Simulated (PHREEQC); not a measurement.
Na2HPO4 is added in steps, without added water, to 1 kg of water holding 0.021 mol Ca(NO3)2, at 85 °C. O2 is buffered at 0.21 atm. CO2 is held at log p = -3.4 (atm). Solids allowed: Aragonite, Hydroxyapatite. Others were left out.

Base run: PHREEQC, ion-association model, phreeqc.dat. Each further column changes one thing. The table gives pH.

```csv
Na2HPO4 added (mol),base,database wateq4f.dat,Davies equation for every ion,Debye-Hückel limiting law,all activity coefficients set to 1
0,5.77,5.77,5.78,5.79,5.74
0.00175,4.83,4.83,4.85,4.96,4.59
0.0035,4.72,4.72,4.74,4.84,4.48
0.006125,4.65,4.65,4.66,4.77,4.41
0.007875,4.63,4.63,4.64,4.75,4.38
0.009625,4.61,4.61,4.63,4.73,4.37
0.01137,4.61,4.61,4.63,4.73,4.37
0.01312,4.62,4.62,4.63,4.74,4.38
0.01487,4.63,4.63,4.65,4.75,4.40
0.0175,4.67,4.67,4.68,4.78,4.44
0.01925,4.70,4.70,4.71,4.81,4.48
0.021,4.74,4.74,4.76,4.86,4.52
```

Away from 25 °C the constants follow the database's enthalpies or fits; those with neither stay at their 25 °C values. H3PO4, which wateq4f.dat lacks, is added to it with the constant of phreeqc.dat. phreeqc.dat and wateq4f.dat share most of their constants, so their agreement is no independent check. Solids allowed in the column 'database wateq4f.dat': Aragonite, Portlandite, Hydroxyapatite, Nahcolite, Natron.
